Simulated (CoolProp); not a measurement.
Saturation properties of CH3F (R41) (Tc = 44.1 °C, pc = 5.906 MPa, ω = 0.200).

The numbers come from the reference Helmholtz-energy equation of state, Lemmon 2006 in CoolProp. It is a short technical equation, of lower accuracy than the large ones.

```json
[
 {"T (°C)": "-107.65", "p (MPa)": "0.01456", "liquid density (kg/m³)": "?", "enthalpy of vaporisation (kJ/kg)": "525.4", "liquid cp (kJ/(kg K))": "2.060", "vapour Z": "0.9870", "surface tension (mN/m)": "20.2"},
 {"T (°C)": "-105.45", "p (MPa)": "0.01730", "liquid density (kg/m³)": "935.4", "enthalpy of vaporisation (kJ/kg)": "522.7", "liquid cp (kJ/(kg K))": "2.059", "vapour Z": "0.9855", "surface tension (mN/m)": "19.8"},
 {"T (°C)": "-103.25", "p (MPa)": "0.02045", "liquid density (kg/m³)": "931.1", "enthalpy of vaporisation (kJ/kg)": "520.0", "liquid cp (kJ/(kg K))": "2.058", "vapour Z": "0.9840", "surface tension (mN/m)": "19.5"},
 {"T (°C)": "-101.15", "p (MPa)": "?", "liquid density (kg/m³)": "927.1", "enthalpy of vaporisation (kJ/kg)": "517.4", "liquid cp (kJ/(kg K))": "2.058", "vapour Z": "0.9824", "surface tension (mN/m)": "19.1"},
 {"T (°C)": "-98.95", "p (MPa)": "0.02798", "liquid density (kg/m³)": "922.8", "enthalpy of vaporisation (kJ/kg)": "514.7", "liquid cp (kJ/(kg K))": "2.058", "vapour Z": "0.9806", "surface tension (mN/m)": "18.8"},
 {"T (°C)": "-96.75", "p (MPa)": "0.03263", "liquid density (kg/m³)": "918.4", "enthalpy of vaporisation (kJ/kg)": "511.9", "liquid cp (kJ/(kg K))": "2.058", "vapour Z": "0.9787", "surface tension (mN/m)": "18.4"},
 {"T (°C)": "-94.65", "p (MPa)": "0.03764", "liquid density (kg/m³)": "914.3", "enthalpy of vaporisation (kJ/kg)": "509.3", "liquid cp (kJ/(kg K))": "2.058", "vapour Z": "0.9767", "surface tension (mN/m)": "?"},
 {"T (°C)": "-92.45", "p (MPa)": "0.04353", "liquid density (kg/m³)": "909.9", "enthalpy of vaporisation (kJ/kg)": "506.5", "liquid cp (kJ/(kg K))": "2.059", "vapour Z": "0.9745", "surface tension (mN/m)": "17.7"},
 {"T (°C)": "-90.25", "p (MPa)": "0.05015", "liquid density (kg/m³)": "905.5", "enthalpy of vaporisation (kJ/kg)": "503.6", "liquid cp (kJ/(kg K))": "2.060", "vapour Z": "0.9722", "surface tension (mN/m)": "17.4"},
 {"T (°C)": "-88.05", "p (MPa)": "0.05756", "liquid density (kg/m³)": "901.1", "enthalpy of vaporisation (kJ/kg)": "500.7", "liquid cp (kJ/(kg K))": "2.062", "vapour Z": "0.9698", "surface tension (mN/m)": "17.0"},
 {"T (°C)": "-85.95", "p (MPa)": "0.06542", "liquid density (kg/m³)": "896.8", "enthalpy of vaporisation (kJ/kg)": "498.0", "liquid cp (kJ/(kg K))": "2.063", "vapour Z": "0.9673", "surface tension (mN/m)": "16.7"},
 {"T (°C)": "-83.75", "p (MPa)": "0.07456", "liquid density (kg/m³)": "892.3", "enthalpy of vaporisation (kJ/kg)": "495.0", "liquid cp (kJ/(kg K))": "2.065", "vapour Z": "0.9646", "surface tension (mN/m)": "16.3"},
 {"T (°C)": "-81.55", "p (MPa)": "0.08470", "liquid density (kg/m³)": "887.8", "enthalpy of vaporisation (kJ/kg)": "492.1", "liquid cp (kJ/(kg K))": "2.068", "vapour Z": "0.9617", "surface tension (mN/m)": "16.0"}
]
```

**Question.** What belongs in the gaps?

**Answer.** 
- -107.65, liquid density (kg/m³): 939.6
- -101.15, p (MPa): 0.02389
- -94.65, surface tension (mN/m): 18.1

It boils at -78.4 °C under 1 atm.

Surface tension comes from a separate correlation (Mulero 2012).
